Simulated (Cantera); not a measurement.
Charge: 1 mol Si, 9.3 mol Cl2, at 1.33 mbar.

Equilibrium computed with Cantera from the NASA thermochemical tables; the gas is ideal and each condensed phase is pure. Candidate condensed phases: Si; 9 gas species. The tables' values for SiCl3 are old estimates; treat these amounts as uncertain. Rates play no part. All values below are at 1100 °C.

Base state: Cl2 0.473, Cl 0.433, SiCl4 0.0944, SiCl3 1.60e-5 (mole fractions); condensed: gas only.

### Question
What changes in the equilibrium state with this change: pressure from 1.33 mbar to 0.150 bar?

### Answer
```tsv
species	before	after
Cl2	0.473	0.829
SiCl4	0.0944	0.117
Cl	0.433	0.0540
SiCl3	1.60e-5	1.41e-6
```
